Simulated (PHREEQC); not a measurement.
# Buffer: an equilibrium model

Make-up at 25 °C: 0.0037 mol H3BO3 and 0.0021 mol NH3 per kg of water. Closed to the air; pH follows from the charge balance.

Equilibrium calculation in PHREEQC: ion-association model, phreeqc.dat.

Each row changes one thing in this solution. No solid was allowed to form.

```tsv
case	pH	ionic strength (mol/kgw)
as made	8.99	0.00137
diluted 100-fold with water	(withheld)	(withheld)
NH3 left out	(withheld)	1.46e-6
H3BO3 left out	10.26	0.000187
temperature from 25 to 45 °C	8.67	0.00107
diluted 5-fold with water	8.98	0.000274
NH3 from 0.0021 to 0.0042 mol/kgw	(withheld)	0.00203
NH3 replaced by (NH4)2HPO4 at the same molality	7.86	0.00583
```

Problem. What belongs in the gaps?

Solution. 
- diluted 100-fold with water, pH: 8.78
- diluted 100-fold with water, ionic strength (mol/kgw): 1.57e-5
- NH3 left out, pH: 5.83
- NH3 from 0.0021 to 0.0042 mol/kgw, pH: 9.29

At this temperature some constants are extrapolated from 25 °C, and those without enthalpy data are left unchanged.
